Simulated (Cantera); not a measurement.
What does this Cantera script print?

```python
import numpy as np
import cantera as ct

gas = ct.Solution("gri30.yaml")
gas.TPX = 475, 1000000, {'CO': 1, 'H2': 0.2, 'CH4': 0.13, 'O2': 0.662, 'N2': 3.24}
inlet = ct.Reservoir(gas, clone=True)
gas.equilibrate("HP")  # start burning
reactor = ct.IdealGasConstPressureReactor(gas, energy="on", clone=False)
exhaust = ct.Reservoir(gas, clone=True)
tau = [0.052, 0.022, 0.0093, 0.0039, 0.0017, 0.00071, 0.0003, 0.00013, 5.4e-05, 2.3e-05][0]
for a, b in ((inlet, reactor), (reactor, exhaust)):
    ct.MassFlowController(a, b, mdot=lambda t: reactor.mass / tau)
net = ct.ReactorNet([reactor])
show = ['CO', 'H2', 'CH4', 'C2H', 'CH3']

rows = []
print(f"{'tau/s':>10s}{'T/K':>9s}" + "".join(f"{s:>11s}" for s in show))
for tau in [0.052, 0.022, 0.0093, 0.0039, 0.0017, 0.00071, 0.0003, 0.00013, 5.4e-05, 2.3e-05]:
    net.initial_time = 0.0
    net.advance(30 * tau)
    before = gas.X
    net.advance(40 * tau)
    drift = np.max(np.abs(gas.X - before) / (gas.X + 1e-9))
    rows.append([gas.T, *gas[show].X, drift])
    print(f"{tau:10.3e}{gas.T:9.1f}" + "".join(f"{x:11.3e}" for x in gas[show].X))
```

It prints:

```
     tau/s      T/K         CO         H2        CH4        C2H        CH3
 5.200e-02   2226.1  7.480e-02  7.630e-03  2.495e-06  4.857e-12  1.064e-06
 2.200e-02   2223.2  7.498e-02  7.646e-03  3.824e-06  1.199e-11  1.797e-06
 9.300e-03   2218.2  7.531e-02  7.679e-03  5.589e-06  2.567e-11  2.839e-06
 3.900e-03   2210.0  7.590e-02  7.740e-03  8.204e-06  5.024e-11  4.331e-06
 1.700e-03   2197.4  7.686e-02  7.846e-03  1.217e-05  8.991e-11  6.379e-06
 7.100e-04   2176.5  7.857e-02  8.038e-03  1.919e-05  1.581e-10  9.546e-06
 3.000e-04   2144.5  8.130e-02  8.344e-03  3.158e-05  2.650e-10  1.431e-05
 1.300e-04   2098.4  8.535e-02  8.769e-03  5.419e-05  4.239e-10  2.155e-05
 5.400e-05   2028.8  9.173e-02  9.309e-03  1.040e-04  6.758e-10  3.428e-05
 2.300e-05   1930.5  1.018e-01  9.769e-03  2.275e-04  1.020e-09  5.740e-05
```

Detailed kinetics in Cantera: GRI-Mech 3.0 (53 species, 325 reactions).
